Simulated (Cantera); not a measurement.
A closed system holds: 1 mol C₂F₆, 0.8 mol F₂, equilibrated at 65.0 Pa.

These are equilibrium values from Cantera (NASA tables, ideal gas, pure condensed phases), not measurements of a reactor. Candidate condensed phases: C; 13 gas species. The feed counts by its element totals alone. Gases not in the tables: C₂F₆ and larger saturated fluorocarbons. The numbers say what is thermodynamically allowed, not how fast it happens.

### Question
What share of the C ends up in condensed phases as a function of T (K), at 950, 1150, 1350, 1550, 1750, 1950, 2150, 2350, 2550, 2750, 2950, 3150, 3350?

### Answer
```tsv
T (K)	C condensed (%)	as
950	5.0	C(graphite)
1150	5.0	C(graphite)
1350	5.0	C(graphite)
1550	4.9	C(graphite)
1750	3.4	C(graphite)
1950	0.0	-
2150	0.0	-
2350	43.4	C(graphite)
2550	69.0	C(graphite)
2750	37.6	C(graphite)
2950	0.0	-
3150	0.0	-
3350	0.0	-
```
